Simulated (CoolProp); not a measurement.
Vapour-liquid equilibrium of CH3F (R41) (1) + chloromethane (R40) (2) at 0.572 MPa; x and y are mole fractions of (1).

Computed with CoolProp (multi-fluid Helmholtz-energy mixture model, Lemmon 2006 and Thol 2014; pair parameters Bell 2016).

Question: Give the bubble temperature and the first vapour's composition at x = 0.65, 0.85, 0.95. Is there an azeotrope?

Answer: x = 0.65: 243.3 K, y = 0.936; x = 0.85: 237.1 K, y = 0.976; x = 0.95: 234.4 K, y = 0.992. No azeotrope shows between x = 0.05 and 0.95.

Pair parameters are fitted to limited data, so mixtures are less certain than the pure fluids. The gap from Raoult's law changes sign with composition, which may be real or a fault of the pair parameters; it wasn't checked against measurements.
